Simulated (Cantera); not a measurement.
## Catalytic combustion on Pt

An isothermal plug-flow reactor at 1000 K and 0.987 atm (inlet), inlet velocity 1.7 m/s, active area per volume 1300 1/m; feed H2 : O2 : N2 : H2O = 0.0046 : 0.045 : 0.79 : 0.007 (molar parts).

Detailed kinetics in Cantera: Deutschmann's 1995 Pt surface mechanism with GRI-Mech 3.0 gas chemistry. Catalytic surfaces can have several steady states; this one follows from the mechanism file's or the stated starting coverage. Mass transfer to the wall is taken as infinitely fast.

| z (m) | x H2 | x O2 | x H2O | θ free Pt | θ O* | θ OH* |
|---|---|---|---|---|---|---|
| 0.00016 | 0.00156 | 0.0513 | 0.0122 | 0.248 | 0.749 | 0.00222 |
| 0.00029 | 0.000620 | 0.0509 | 0.0131 | 0.238 | 0.759 | 0.00222 |
| 0.00051 | 0.000136 | 0.0506 | 0.0136 | 0.234 | 0.764 | 0.00223 |
| 0.00091 | 8.94e-6 | 0.0506 | 0.0137 | 0.232 | 0.765 | 0.00223 |
| 0.0016 | 8.22e-8 | 0.0506 | 0.0137 | 0.232 | 0.765 | 0.00223 |
| 0.0029 | 1.47e-10 | 0.0506 | 0.0137 | 0.232 | 0.765 | 0.00223 |
| 0.0051 | 1.36e-10 | 0.0506 | 0.0137 | 0.232 | 0.765 | 0.00223 |
| 0.0091 | 1.36e-10 | 0.0506 | 0.0137 | 0.232 | 0.765 | 0.00223 |
| 0.016 | 1.36e-10 | 0.0506 | 0.0137 | 0.232 | 0.765 | 0.00223 |
x: gas mole fraction; θ: surface coverage.
